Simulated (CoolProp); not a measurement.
Model: reference Helmholtz-energy equation of state, Aleksandrov 2011, in CoolProp. It is a short technical equation, of lower accuracy than the large ones.

Problem. Give the vapour pressure (kPa), vapour density (kg/m³), liquid cp (kJ/(kg K)) of saturated n-undecane at 223.05, 247.55 °C.

Solution. 
| T (°C) | p (kPa) | vapour density (kg/m³) | liquid cp (kJ/(kg K)) |
|---|---|---|---|
| 223.05 | 189 | 8.02 | 3.00 |
| 247.55 | 311 | 13.2 | 3.11 |
